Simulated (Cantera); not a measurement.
A closed system holds: 1 mol SiHCl₃, 4 mol N₂, 0.31 mol NH₃, equilibrated at 1750 °C and 750 Torr.

Equilibrium computed with Cantera from the NASA thermochemical tables; the gas is ideal and each condensed phase is pure. Candidate condensed phases: NH₄Cl, Si, Si₃N₄; 28 gas species. The tables' values for SiCl₃, SiCl are old estimates; treat these amounts as uncertain. Equilibrium is a limit: real reactors are often held back by kinetics, nucleation or transport.

Base state: N₂ 0.633, SiCl₂ 0.136, HCl 0.135, H₂ 0.0792, SiCl₃ 0.0138, SiCl₄ 0.00155, Cl 0.000675, H 0.000535 (mole fractions); condensed: gas only.

Problem. What changes in the equilibrium state with this change: NH₃ from 0.31 to 0.22 mol?

Solution. 
```csv
species,before,after
N₂,0.633,0.644
SiCl₂,0.136,0.138
HCl,0.135,0.136
H₂,0.0792,0.0618
SiCl₃,0.0138,0.0160
SiCl₄,0.00155,0.00205
Si,1.46e-5,1.13e-5
SiH₂Cl₂,1.75e-5,1.38e-5
Cl,0.000675,0.000771
```

Problem. What changes in the equilibrium state with this change: temperature from 1750 °C to 950 °C?

Solution. 
```tsv
species	before	after
N₂	0.633	0.654
HCl	0.135	0.202
SiCl₄	0.00155	0.0777
SiCl₂	0.136	3.04e-5
SiCl₃	0.0138	0.000545
H₂	0.0792	0.0648
SiCl	0.000186	<1e-9
Si	1.46e-5	<1e-9
H	0.000535	7.68e-8
Cl	0.000675	2.06e-7
SiH₂Cl₂	1.75e-5	1.02e-6
Si₃N₄(s), mol	0	0.180
```
The tables' values for SiCl₃ are old estimates; treat these amounts as uncertain.

Problem. What changes in the equilibrium state with this change: temperature from 1750 °C to 502 °C?

Solution. 
```csv
species,before,after
N₂,0.633,0.665
HCl,0.135,0.154
SiCl₄,0.00155,0.0914
SiCl₂,0.136,<1e-9
SiCl₃,0.0138,4.74e-8
H₂,0.0792,0.0900
Cl,0.000675,<1e-9
H,0.000535,<1e-9
SiCl,0.000186,<1e-9
"Si₃N₄(s), mol",0,0.157
```
